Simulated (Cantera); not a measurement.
Source: NASA polynomial tables (part measured, part estimated), evaluated in Cantera. Values are per mole of reaction as written; species without (g) are pure solids or liquids, kept so even where they would boil at 1 bar. TaC: taken at fixed stoichiometry.

Problem. Between 300 and 2498 K, where is each reaction favourable under standard conditions?
- 7 C + Ta₂O₅ → 5 CO(g) + 2 TaC
- 2 NO₂(g) + Ta → 2 NO(g) + TaO₂(g)

Solution. 
- 7 C + Ta₂O₅ → 5 CO(g) + 2 TaC: ΔG° is 938 kJ at 300 K and -880 kJ at 2498 K; it changes sign between 300 and 2298 K. ΔH° is 933 kJ and ΔS° 726 J/K at 2498 K.
- 2 NO₂(g) + Ta → 2 NO(g) + TaO₂(g): ΔG° is -141 kJ at 300 K and -519 kJ at 2498 K; it stays negative (K > 1). ΔH° is -113 kJ and ΔS° 163 J/K at 2498 K.
